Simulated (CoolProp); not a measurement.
n-pentane at 293.15 K and 0.31 MPa flows at 0.065 m/s in a round tube of 50 mm bore and 15 µm roughness, fully developed (64/Re and Nu = 3.66 if laminar; Colebrook and Gnielinski if turbulent). Each further row changes one setting.

Values from CoolProp's reference Helmholtz-energy equation of state, Thol 2019.

```csv
case,Reynolds number,Darcy friction factor,pressure drop (Pa/m),heat-transfer coefficient (W/(m² K)),mass flow (kg/h)
as stated,10700,0.0308,0.815,?,288
velocity 0.13 m/s,21500,0.0261,2.76,284,?
diameter 100 mm,21500,?,0.341,141,1150
```

Task: Complete the blanks.

Result: 
- as stated, heat-transfer coefficient (W/(m² K)): 153
- velocity 0.13 m/s, mass flow (kg/h): 576
- diameter 100 mm, Darcy friction factor: 0.0258

Viscosity comes from a separate model (Quiñones-Cisneros 2006), older than the equation that it now runs on, and unchecked against measurements. Thermal conductivity comes from a separate model (Vassiliou 2015).
